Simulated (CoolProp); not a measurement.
Vapour pressure (kPa) of R1233zd(E): the reference equation beside estimates from Tc = 438.9 K, pc = 3583 kPa, ω = 0.304. Clausius-Clapeyron is anchored at 232.3 K with a constant enthalpy of vaporisation of 28.83 kJ/mol.

Values from CoolProp's reference Helmholtz-energy equation of state, Akasaka 2022.

```tsv
T (K)	reference	Lee-Kesler	Clausius-Clapeyron	Redlich-Kwong	Soave-Redlich-Kwong	Peng-Robinson
225.7	3.548	3.341	3.565	11.86	3.430	3.684
232.3	5.516	5.219	5.516	17.24	5.341	5.678
238.8	8.278	7.875	8.280	24.29	8.034	8.462
245.4	12.18	11.65	12.24	33.62	11.85	12.38
251.9	17.39	16.74	17.62	45.34	16.97	17.59
258.5	24.44	23.65	25.04	60.27	23.91	24.62
265	33.50	32.60	34.80	78.42	32.87	33.64
271.6	45.31	44.31	47.82	100.8	44.59	45.38
```

Absolute difference from the reference over all 8 rows, mean and median: Lee-Kesler 4.0 and 4.0 %, Clausius-Clapeyron 1.8 and 0.9 %, Redlich-Kwong 172.5 and 168.4 %, Soave-Redlich-Kwong 2.5 and 2.6 %, Peng-Robinson 1.6 and 1.4 %.
